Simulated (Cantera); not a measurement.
**Formation from one mole of O2**

Cantera with NASA thermochemical tables; ideal gases at 1 bar, condensed phases pure. Values are per mole of reaction as written; species without (g) are pure solids or liquids, kept so even where they would boil at 1 bar.

4 Al + O2(g) → 2 Al2O(g)

```json
[
 {"T (K)": "300", "ΔH° (kJ)": "-290.4", "ΔS° (J/K)": "186.2", "ΔG° (kJ)": "-346.3", "log10 K": "60.29", "condensed phases": "Al(s)"},
 {"T (K)": "1625", "ΔH° (kJ)": "-380.7", "ΔS° (J/K)": "85.4", "ΔG° (kJ)": "-519.5", "log10 K": "16.70", "condensed phases": "Al(l)"},
 {"T (K)": "1725", "ΔH° (kJ)": "-384.7", "ΔS° (J/K)": "83.0", "ΔG° (kJ)": "-527.9", "log10 K": "15.98", "condensed phases": "Al(l)"},
 {"T (K)": "1825", "ΔH° (kJ)": "-388.8", "ΔS° (J/K)": "80.7", "ΔG° (kJ)": "-536.1", "log10 K": "15.34", "condensed phases": "Al(l)"},
 {"T (K)": "1925", "ΔH° (kJ)": "-392.9", "ΔS° (J/K)": "78.5", "ΔG° (kJ)": "-544.0", "log10 K": "14.76", "condensed phases": "Al(l)"},
 {"T (K)": "2025", "ΔH° (kJ)": "-397.0", "ΔS° (J/K)": "76.5", "ΔG° (kJ)": "-551.8", "log10 K": "14.23", "condensed phases": "Al(l)"},
 {"T (K)": "2125", "ΔH° (kJ)": "-401.1", "ΔS° (J/K)": "74.5", "ΔG° (kJ)": "-559.3", "log10 K": "13.75", "condensed phases": "Al(l)"},
 {"T (K)": "2225", "ΔH° (kJ)": "-405.2", "ΔS° (J/K)": "72.6", "ΔG° (kJ)": "-566.7", "log10 K": "13.30", "condensed phases": "Al(l)"},
 {"T (K)": "2325", "ΔH° (kJ)": "-409.3", "ΔS° (J/K)": "70.8", "ΔG° (kJ)": "-573.8", "log10 K": "12.89", "condensed phases": "Al(l)"},
 {"T (K)": "2425", "ΔH° (kJ)": "-413.5", "ΔS° (J/K)": "69.0", "ΔG° (kJ)": "-580.8", "log10 K": "12.51", "condensed phases": "Al(l)"}
]
```

2 B + O2(g) → B2O2(g)

| T (K) | ΔH° (kJ) | ΔS° (J/K) | ΔG° (kJ) | log10 K | condensed phases |
|---|---|---|---|---|---|
| 300 | -456.0 | 25.8 | -463.8 | 80.75 | B(s) |
| 1625 | -463.6 | 19.3 | -495.0 | 15.91 | B(s) |
| 1725 | -464.7 | 18.7 | -496.9 | 15.05 | B(s) |
| 1825 | -465.7 | 18.1 | -498.8 | 14.28 | B(s) |
| 1925 | -466.9 | 17.5 | -500.5 | 13.58 | B(s) |
| 2025 | -468.1 | 16.9 | -502.3 | 12.96 | B(s) |
| 2125 | -469.4 | 16.2 | -503.9 | 12.39 | B(s) |
| 2225 | -470.7 | 15.6 | -505.5 | 11.87 | B(s) |
| 2325 | -472.2 | 15.0 | -507.0 | 11.39 | B(s) |
| 2425 | -574.2 | -28.4 | -505.3 | 10.88 | B(l) |

2 Si + O2(g) → 2 SiO(g)

```tsv
T (K)	ΔH° (kJ)	ΔS° (J/K)	ΔG° (kJ)	log10 K	condensed phases
300	-200.9	180.3	-255.0	44.39	Si(s)
1625	-222.5	154.9	-474.2	15.24	Si(s)
1725	-324.9	94.3	-487.6	14.76	Si(l)
1825	-326.6	93.3	-497.0	14.22	Si(l)
1925	-328.4	92.4	-506.2	13.74	Si(l)
2025	-330.1	91.5	-515.4	13.30	Si(l)
2125	-331.9	90.7	-524.6	12.89	Si(l)
2225	-333.7	89.8	-533.6	12.53	Si(l)
2325	-335.5	89.1	-542.5	12.19	Si(l)
2425	-337.3	88.3	-551.4	11.88	Si(l)
```

1.333 B + O2(g) → 0.6667 B2O3(g)

```tsv
T (K)	ΔH° (kJ)	ΔS° (J/K)	ΔG° (kJ)	log10 K	condensed phases
300	-557.3	-23.7	-550.2	95.80	B(s)
1625	-562.6	-29.2	-515.1	16.56	B(s)
1725	-563.2	-29.6	-512.2	15.51	B(s)
1825	-563.9	-29.9	-509.2	14.57	B(s)
1925	-564.5	-30.3	-506.2	13.74	B(s)
2025	-565.3	-30.7	-503.1	12.98	B(s)
2125	-566.1	-31.1	-500.0	12.29	B(s)
2225	-566.9	-31.5	-496.9	11.67	B(s)
2325	-567.8	-31.8	-493.8	11.09	B(s)
2425	-635.8	-60.8	-488.4	10.52	B(l)
```
